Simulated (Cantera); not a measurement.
Source: NASA polynomial tables (part measured, part estimated), evaluated in Cantera. Values are per mole of reaction as written; species without (g) are pure solids or liquids, kept so even where they would boil at 1 bar.

Between 450 and 540 K, where is each reaction favourable under standard conditions?
- 4 TiCl₄ + C = 4 TiCl₃ + CCl₄(g)


- 4 TiCl₄ + C = 4 TiCl₃ + CCl₄(g): ΔG° is 304 kJ at 450 K and 322 kJ at 540 K; it stays positive (K < 1). ΔH° is 208 kJ and ΔS° -211 J/K at 540 K.
